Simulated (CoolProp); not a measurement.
Vapour-liquid equilibrium of ethanol (1) + p-xylene (2) at 176 kPa; x and y are mole fractions of (1).

Computed with CoolProp (multi-fluid Helmholtz-energy mixture model, Schroeder 2014 and Zhou 2012; pair parameters Bell 2016).

| x | bubble temperature (K) | y at the bubble point | dew temperature at overall composition x (K) | liquid density (mol/L) |
|---|---|---|---|---|
| 0.05 | 401.5 | 0.566 | 431.2 | 7.350 |
| 0.2 | 378.3 | ? | 424.1 | 8.173 |
| 0.35 | ? | 0.833 | 416.0 | 8.968 |
| 0.5 | 372.6 | 0.849 | 406.4 | 9.932 |
| 0.65 | ? | 0.870 | 394.4 | ? |
| 0.8 | 369.1 | 0.910 | 378.3 | 12.75 |
| 0.95 | 366.9 | 0.974 | 367.6 | 14.83 |

Q: Complete the blanks.

A: 
- 0.2, y at the bubble point: 0.800
- 0.35, bubble temperature (K): 374.2
- 0.65, bubble temperature (K): 371.0
- 0.65, liquid density (mol/L): 11.16

No azeotrope shows between x = 0.05 and 0.95.

Pair parameters are fitted to limited data, so mixtures are less certain than the pure fluids. With so large a gap from Raoult's law the liquid may split in two, which this calculation doesn't test in full.
